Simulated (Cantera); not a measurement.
## Equilibrium for aluminium and copper etching: Cu + F2 + H2

A closed system holds: 1 mol Cu, 0.73 mol F2, 26 mol H2, held at 1048 K and 13300 Pa.

Equilibrium computed with Cantera from the NASA thermochemical tables; the gas is ideal and each condensed phase is pure. Candidate condensed phases: Cu, CuF2; 15 gas species. Kinetics and transport are ignored.

| Quantity | Result |
|---|---|
| x(H2) | 0.945 |
| x(HF) | 0.0546 |
| n(Cu(s)) | 1.00 mol |
| gas amount | 26.73 mol |
| log10 activity of CuF2(s) (absent) | -12.11 |
